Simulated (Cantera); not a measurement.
A perfectly stirred reactor is fed with CH4 : C2H6 : O2 : N2 = 1 : 0.23 : 6.52 : 24.5 (molar parts), equivalence ratio 0.43, at 1.01 bar; it is adiabatic with a 625 K inlet, and is followed from long to short residence time, starting on the burning branch (τ in s: 0.064, 0.033, 0.017, 0.0087, 0.0045, 0.0023, 0.0012, 0.00061, 0.00031, 0.00016, 8.2e-05, 4.2e-05).

Model: GRI-Mech 3.0 (53 species, 325 reactions), integrated in Cantera.

**Question.** What does this change do: pressure from 1.01 bar to 6.80 bar?

**Answer.** 
| quantity | before | after |
|---|---|---|
| blow-out, bracketed by the residence times tried | burning at 0.610 ms, out at 0.310 ms | burning at 1.20 ms, out at 0.610 ms |
| x(CH4) at τ = 64.0 ms | 1.48e-5 | 1.03e-5 |
| x(C2H6) at τ = 64.0 ms | 8.97e-7 | 5.83e-7 |
| x(O2) at τ = 64.0 ms | 0.115 | 0.115 |
| x(O) at τ = 64.0 ms | 0.000144 | 1.06e-5 |
| x(CH2) at τ = 64.0 ms | 2.31e-8 | 3.87e-9 |
| x(CH4) at τ = 1.20 ms | 0.000231 | 0.000227 |
| x(C2H6) at τ = 1.20 ms | 1.33e-5 | 1.39e-5 |
| x(O2) at τ = 1.20 ms | 0.117 | 0.117 |
| x(O) at τ = 1.20 ms | 0.00123 | 8.71e-5 |
| x(CH2) at τ = 1.20 ms | 5.92e-7 | 1.41e-7 |

**Question.** What does this change do: pressure from 1.01 bar to 5.40 bar?

**Answer.** 
| quantity | before | after |
|---|---|---|
| blow-out, bracketed by the residence times tried | burning at 0.610 ms, out at 0.310 ms | burning at 0.610 ms, out at 0.310 ms |
| x(CH4) at τ = 64.0 ms | 1.48e-5 | 1.07e-5 |
| x(C2H6) at τ = 64.0 ms | 8.97e-7 | 6.17e-7 |
| x(O2) at τ = 64.0 ms | 0.115 | 0.115 |
| x(O) at τ = 64.0 ms | 0.000144 | 1.46e-5 |
| x(CH2) at τ = 64.0 ms | 2.31e-8 | 4.96e-9 |
| x(CH4) at τ = 1.20 ms | 0.000231 | 0.000207 |
| x(C2H6) at τ = 1.20 ms | 1.33e-5 | 1.27e-5 |
| x(O2) at τ = 1.20 ms | 0.117 | 0.117 |
| x(O) at τ = 1.20 ms | 0.00123 | 0.000130 |
| x(CH2) at τ = 1.20 ms | 5.92e-7 | 1.79e-7 |

**Question.** What does this change do: CH4 1 to 1.3 parts?

**Answer.** 
| quantity | before | after |
|---|---|---|
| blow-out, bracketed by the residence times tried | burning at 0.610 ms, out at 0.310 ms | burning at 0.160 ms, out at 82.0 µs |
| x(CH4) at τ = 64.0 ms | 1.48e-5 | 9.50e-6 |
| x(C2H6) at τ = 64.0 ms | 8.97e-7 | 4.03e-7 |
| x(O2) at τ = 64.0 ms | 0.115 | 0.0951 |
| x(O) at τ = 64.0 ms | 0.000144 | 0.000213 |
| x(CH2) at τ = 64.0 ms | 2.31e-8 | 3.83e-8 |
| x(CH4) at τ = 1.20 ms | 0.000231 | 0.000133 |
| x(C2H6) at τ = 1.20 ms | 1.33e-5 | 6.02e-6 |
| x(O2) at τ = 1.20 ms | 0.117 | 0.0967 |
| x(O) at τ = 1.20 ms | 0.00123 | 0.00199 |
| x(CH2) at τ = 1.20 ms | 5.92e-7 | 8.38e-7 |
